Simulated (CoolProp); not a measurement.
Vapour pressure (kPa) of R143a: the reference equation beside estimates from Tc = 72.7 °C, pc = 3762 kPa, ω = 0.261.

Model: reference Helmholtz-energy equation of state, Lemmon and Jacobsen 2000, in CoolProp.

| T (°C) | reference | Lee-Kesler | Soave-Redlich-Kwong | Peng-Robinson |
|---|---|---|---|---|
| -70.85 | 28.40 | 27.22 | 27.52 | 28.31 |
| -52.45 | 78.62 | 77.20 | 77.45 | 78.24 |
| -34.05 | 182.1 | 181.8 | 181.7 | 181.4 |
| -15.65 | 368.8 | 371.5 | 371.6 | 368.2 |
| 2.75 | 674.4 | 681.1 | 684.2 | 675.6 |
| 21.15 | 1140 | 1149 | 1161 | 1146 |
| 39.55 | 1812 | 1822 | 1846 | 1826 |
| 57.95 | 2750 | 2759 | 2788 | 2771 |

Absolute difference from the reference over all 8 rows, mean and median: Lee-Kesler 1.2 and 0.8 %, Soave-Redlich-Kwong 1.5 and 1.5 %, Peng-Robinson 0.4 and 0.4 %.
